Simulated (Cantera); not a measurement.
A closed system holds: 1 mol Si, 5.1 mol Cl2, held at 1700 K and 0.683 Torr.

These are equilibrium values from Cantera (NASA tables, ideal gas, pure condensed phases), not measurements of a reactor. Candidate condensed phases: Si; 9 gas species. The tables' values for SiCl3 are old estimates; treat these amounts as uncertain. Rates play no part.

Base state: Cl 0.843, SiCl4 0.125, Cl2 0.0175, SiCl3 0.0118, SiCl2 0.00219 (mole fractions); condensed: gas only.

### Question
What changes in the equilibrium state with this change: pressure from 0.683 Torr to 10.0 Torr?

### Answer
```tsv
species	before	after
Cl	0.843	0.674
Cl2	0.0175	0.164
SiCl4	0.125	0.160
SiCl3	0.0118	0.00129
SiCl2	0.00219	2.04e-5
```

### Question
What changes in the equilibrium state with this change: pressure from 0.683 Torr to 7.50 Torr?

### Answer
```
species   before    after
-------  -------  -------
Cl         0.843    0.707
SiCl4      0.125    0.156
Cl2       0.0175    0.135
SiCl3     0.0118  0.00159
SiCl2    0.00219  3.21e-5
```
